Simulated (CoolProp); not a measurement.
Vapour-liquid equilibrium of dimethyl carbonate (1) + n-heptane (2) at 23.35 °C; x and y are mole fractions of (1).

Model: multi-fluid Helmholtz-energy mixture model, Zhou 2011 and Span 2003; pair parameters Bell 2016, in CoolProp.

Problem. Give the bubble pressure and the first vapour's composition at x = 0.275, 0.5, 0.875. Is there an azeotrope?

Solution. x = 0.275: 0.009827 MPa, y = 0.531; x = 0.5: 0.01013 MPa, y = 0.568; x = 0.875: 0.009531 MPa, y = 0.638. y crosses x between x = 0.5 and 0.575: the model has an azeotrope there.

The pair parameters rest on a limited set of measurements; away from them the model extrapolates. With so large a gap from Raoult's law the liquid may split in two, which this calculation doesn't test in full.
